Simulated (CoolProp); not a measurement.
Vapour-liquid equilibrium of ethanol (1) + ethylbenzene (2) at 344.1 K; x and y are mole fractions of (1).

The numbers come from the multi-fluid Helmholtz-energy mixture model, Schroeder 2014 and Zhou 2012; pair parameters Bell 2016 in CoolProp.

```json
[
 {"x": "0.05", "bubble pressure, mixture model (kPa)": "[?]", "bubble pressure, Raoult's law (kPa)": "14.91", "y, mixture model": "0.624", "y, Raoult's law": "0.251"},
 {"x": "0.125", "bubble pressure, mixture model (kPa)": "47.81", "bubble pressure, Raoult's law (kPa)": "19.64", "y, mixture model": "0.773", "y, Raoult's law": "0.477"},
 {"x": "0.2", "bubble pressure, mixture model (kPa)": "57.65", "bubble pressure, Raoult's law (kPa)": "24.38", "y, mixture model": "0.819", "y, Raoult's law": "0.614"},
 {"x": "0.275", "bubble pressure, mixture model (kPa)": "[?]", "bubble pressure, Raoult's law (kPa)": "29.11", "y, mixture model": "0.839", "y, Raoult's law": "0.707"},
 {"x": "0.35", "bubble pressure, mixture model (kPa)": "[?]", "bubble pressure, Raoult's law (kPa)": "33.85", "y, mixture model": "[?]", "y, Raoult's law": "0.774"},
 {"x": "0.425", "bubble pressure, mixture model (kPa)": "67.16", "bubble pressure, Raoult's law (kPa)": "38.59", "y, mixture model": "0.855", "y, Raoult's law": "0.825"},
 {"x": "0.5", "bubble pressure, mixture model (kPa)": "68.01", "bubble pressure, Raoult's law (kPa)": "43.32", "y, mixture model": "0.859", "y, Raoult's law": "0.864"},
 {"x": "0.575", "bubble pressure, mixture model (kPa)": "68.72", "bubble pressure, Raoult's law (kPa)": "48.06", "y, mixture model": "0.863", "y, Raoult's law": "0.896"},
 {"x": "0.65", "bubble pressure, mixture model (kPa)": "69.55", "bubble pressure, Raoult's law (kPa)": "52.80", "y, mixture model": "0.868", "y, Raoult's law": "0.922"},
 {"x": "0.725", "bubble pressure, mixture model (kPa)": "70.62", "bubble pressure, Raoult's law (kPa)": "57.53", "y, mixture model": "0.877", "y, Raoult's law": "0.944"},
 {"x": "0.8", "bubble pressure, mixture model (kPa)": "71.92", "bubble pressure, Raoult's law (kPa)": "62.27", "y, mixture model": "0.892", "y, Raoult's law": "0.962"},
 {"x": "0.875", "bubble pressure, mixture model (kPa)": "73.33", "bubble pressure, Raoult's law (kPa)": "67.00", "y, mixture model": "0.918", "y, Raoult's law": "0.978"},
 {"x": "0.95", "bubble pressure, mixture model (kPa)": "74.51", "bubble pressure, Raoult's law (kPa)": "71.74", "y, mixture model": "0.959", "y, Raoult's law": "0.992"}
]
```

Problem. Fill in the missing entries.

Solution. 
- 0.05, bubble pressure, mixture model (kPa): 30.24
- 0.275, bubble pressure, mixture model (kPa): 62.96
- 0.35, bubble pressure, mixture model (kPa): 65.72
- 0.35, y, mixture model: 0.850

The largest gap from Raoult's law is +143.4 % in bubble pressure, at x = 0.125. No azeotrope shows between x = 0.05 and 0.95.

Pair parameters are fitted to limited data, so mixtures are less certain than the pure fluids. With so large a gap from Raoult's law the liquid may split in two, which this calculation doesn't test in full.
